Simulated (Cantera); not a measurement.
Source: NASA polynomial tables (part measured, part estimated), evaluated in Cantera. Values are per mole of reaction as written; species without (g) are pure solids or liquids, kept so even where they would boil at 1 bar.

Question: Between 1100 and 2100 K, where is each reaction favourable under standard conditions?
- NbO2(g) → Nb + 2 O(g)

Answer: 
- NbO2(g) → Nb + 2 O(g): ΔG° is 592 kJ at 1100 K and 478 kJ at 2100 K; it stays positive (K < 1). ΔH° is 727 kJ and ΔS° 119 J/K at 2100 K.
